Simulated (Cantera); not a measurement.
Input: 1 mol Nb₂O₅, 2.9 mol H₂, at 2125 K and 60.0 Pa.

Equilibrium computed with Cantera from the NASA thermochemical tables; the gas is ideal and each condensed phase is pure. Candidate condensed phases: H₂O, Nb, NbO, NbO₂, Nb₂O₅; 12 gas species. Mutual solubility and eutectic melting of coexisting phases are not modelled. Condensed phases not in the tables: the oxides between NbO₂ and Nb₂O₅. Equilibrium is a limit: real reactors are often held back by kinetics, nucleation or transport.

Base state: H₂ 0.711, H 0.125, H₂O 0.112, NbO₂ 0.0487, OH 0.00245, O 0.000305, NbO 0.000233, O₂ 2.04e-5 (mole fractions); condensed: NbO₂(s) + Nb₂O₅(l).

Q: What changes in the equilibrium state with this change: pressure from 60.0 Pa to 0.770 bar?

A: 
```csv
species,before,after
H₂,0.711,0.860
H₂O,0.112,0.136
H,0.125,0.00384
NbO₂,0.0487,3.80e-5
NbO,0.000233,1.82e-7
O,0.000305,2.38e-7
"NbO₂(s), mol",0.590,0.789
"Nb₂O₅(l), mol",0.625,0.605
```
